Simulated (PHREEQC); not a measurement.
Consider water at 70 °C with 0.013 mol/kgw H2SO4, 0.0026 mol/kgw NiSO4 and 1.7e-05 mol/kgw Na2HAsO4. Closed to the air; pH follows from the charge balance.

Equilibrium calculation in PHREEQC: ion-association model, wateq4f.dat.

This is a speciation only: nothing precipitates in the calculation.

Question: Estimate the pH.

Answer: pH 1.88.

Question: In which forms is As present?

Answer: H3AsO4 76 %, H2AsO4- 24 % of the As.

Complexes and solids missing from the database can't appear. Constants without temperature data keep their 25 °C values here. The database has no arsenate complexes of Ni.
